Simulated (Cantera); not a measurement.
Charge: 1 mol PbO, 0.58 mol C, 0.17 mol H₂, at 2623 K and 97.5 Torr.

Method: chemical equilibrium by Gibbs-energy minimisation in Cantera with the NASA 1993 tables (ideal gas, pure condensed phases). Candidate condensed phases: C, C₆H₆, C₇H₈, C₈H₁₈, H₂O, Pb, PbO, PbO₂, Pb₃O₄; 113 gas species. Gases not in the tables: (PbO)n polymers. Kinetics and transport are ignored.

Base state: Pb 0.516, CO 0.221, CO₂ 0.101, H₂O 0.0601, PbO 0.0393, H₂ 0.0202, H 0.0166, OH 0.0117 (mole fractions); condensed: gas only.

Problem. What changes in the equilibrium state with this change: temperature from 2623 K to 1423.15 K?

Solution. 
```json
[
 {"species": "CO₂", "before": "0.101", "after": "0.365"},
 {"species": "CO", "before": "0.221", "after": "0.342"},
 {"species": "H₂O", "before": "0.0601", "after": "0.147"},
 {"species": "Pb", "before": "0.516", "after": "0.0863"},
 {"species": "OH", "before": "0.0117", "after": "2.39e-7"},
 {"species": "H", "before": "0.0166", "after": "4.54e-6"},
 {"species": "PbO", "before": "0.0393", "after": "4.68e-5"},
 {"species": "H₂", "before": "0.0202", "after": "0.0605"},
 {"species": "O₂", "before": "0.00753", "after": "<1e-9"},
 {"species": "O", "before": "0.00621", "after": "<1e-9"},
 {"species": "Pb₂", "before": "6.38e-5", "after": "2.16e-5"},
 {"species": "Pb(l), mol", "before": "0", "after": "0.929"}
]
```

Problem. What changes in the equilibrium state with this change: C from 0.58 to 0.69 mol?

Solution. 
```csv
species,before,after
Pb,0.516,0.505
CO,0.221,0.287
CO₂,0.101,0.0762
PbO,0.0393,0.0223
OH,0.0117,0.00799
H₂,0.0202,0.0278
H₂O,0.0601,0.0481
H,0.0166,0.0195
O₂,0.00753,0.00254
O,0.00621,0.00361
```
